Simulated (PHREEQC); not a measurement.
Make-up at 91 °C: 0.037 mol CsOH, 6.3e-06 mol H4SiO4 and 0.001 mol Na2CO3 per kg of water. Closed to the air; pH follows from the charge balance.

All values are PHREEQC results (ion-association model, wateq4f.dat), not measurements.

No solid was allowed to form.

### Question
Estimate the pH.

### Answer
pH 10.89.

### Question
In which forms is C present?

### Answer
CO3-2 75 %, NaCO3- 18 %, HCO3- 7.4 % of the C.

Away from 25 °C the constants follow the database's enthalpies or fits; those with neither stay at their 25 °C values.
